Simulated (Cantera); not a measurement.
Mixture: H2 : O2 : N2 = 1 : 0.658 : 1.78 (molar parts), at 1.00 bar, adiabatic and at constant pressure. Ignition delay is the time to a rise of 400 K.

Computed with Cantera and the H2/O2 subset of GRI-Mech 3.0, which has no nitrogen chemistry. Below about 950 K walls govern HO2 and H2O2 in real vessels. Where the delays flatten at high temperature, the 400 K rule measures the pace of heat release, not the induction time.

Q: What does this change do: pressure from 1.00 bar to 5.00 bar?

A: 
| quantity | before | after |
|---|---|---|
| delay at 925 K | 63.1 ms | 83.4 ms |
| delay at 1025 K | 0.162 ms | 5.37 ms |
| delay at 1125 K | 61.0 µs | 0.139 ms |
| delay at 1225 K | 34.2 µs | 9.91 µs |
| apparent activation energy between 1175 and 1275 K | 60 kJ/mol | 140 kJ/mol |
The hydrogen kinetics of GRI-Mech 3.0 are dated; newer H2 mechanisms differ, most at raised pressure.

Q: What does this change do: O2 0.658 to 0.3 parts?

A: 
```tsv
quantity	before	after
delay at 925 K	63.1 ms	58.9 ms
delay at 1025 K	0.162 ms	0.278 ms
delay at 1125 K	61.0 µs	0.104 ms
delay at 1225 K	34.2 µs	58.8 µs
```
